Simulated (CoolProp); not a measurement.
Vapour-liquid equilibrium of CHF3 (R23) (1) + R227EA (2) at 0.0282 MPa; x and y are mole fractions of (1).

Computed with CoolProp (multi-fluid Helmholtz-energy mixture model, Penoncello 2003 and Lemmon 2016; pair parameters Bell 2016).

| x | bubble temperature (K) | y at the bubble point | dew temperature at overall composition x (K) | liquid density (mol/L) |
|---|---|---|---|---|
| 0.05 | 214.6 | … | … | 10.16 |
| 0.2 | 191.7 | 0.947 | 227.0 | 11.54 |
| 0.35 | 183.0 | 0.980 | 223.6 | 12.86 |
| 0.5 | 178.6 | 0.990 | 219.5 | 14.31 |
| 0.65 | 176.0 | 0.994 | 214.3 | 16.01 |
| 0.8 | … | 0.996 | … | 18.07 |
| 0.95 | 172.3 | 0.999 | … | 20.66 |

Problem. Some entries are withheld; supply them.

Solution. 
- 0.05, y at the bubble point: 0.642
- 0.05, dew temperature at overall composition x (K): 229.9
- 0.8, bubble temperature (K): 174.1
- 0.8, dew temperature at overall composition x (K): 206.7
- 0.95, dew temperature at overall composition x (K): 191.2

No azeotrope shows between x = 0.05 and 0.95.

The pair parameters rest on a limited set of measurements; away from them the model extrapolates.
